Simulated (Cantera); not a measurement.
A closed system holds: 1 mol B2H6, 1.6 mol H2, equilibrated at 1825 K and 0.133 bar.

Method: chemical equilibrium by Gibbs-energy minimisation in Cantera with the NASA 1993 tables (ideal gas, pure condensed phases). Candidate condensed phases: B; 7 gas species. The feed counts by its element totals alone. The tables' values for BH2 are old estimates; treat these amounts as uncertain. The numbers say what is thermodynamically allowed, not how fast it happens.

Base state: H2 0.999, H 0.00121, BH2 0.000155 (mole fractions); condensed: B(s).

Q: What changes in the equilibrium state with this change: temperature from 1825 K to 1975 K?

A: 
```json
[
 {"species": "H2", "before": "0.999", "after": "0.996"},
 {"species": "H", "before": "0.00121", "after": "0.00374"},
 {"species": "BH2", "before": "0.000155", "after": "0.000403"},
 {"species": "BH3", "before": "7.92e-6", "after": "1.22e-5"},
 {"species": "B(s), mol", "before": "2.00", "after": "2.00"}
]
```
Gases not in the tables: B2H6 and higher boranes.
